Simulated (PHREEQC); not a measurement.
Solution (25 °C): 180 mmol/kgw HF and 0.2 mmol/kgw NH4HF2. It is in equilibrium with CO2 at log p = -3.5 (atm). Otherwise closed; pH follows from the charge balance.

Equilibrium calculation in PHREEQC: ion-association model, phreeqc.dat.

Precipitation was switched off in this run.

Task: Order these F species by the share of F that they hold, largest first: HF, HF2-, F-.

Result: HF (89 %), HF2- (6.3 %), F- (5.1 %)

The pH is 1.88 and the ionic strength 0.0149 mol/kgw.
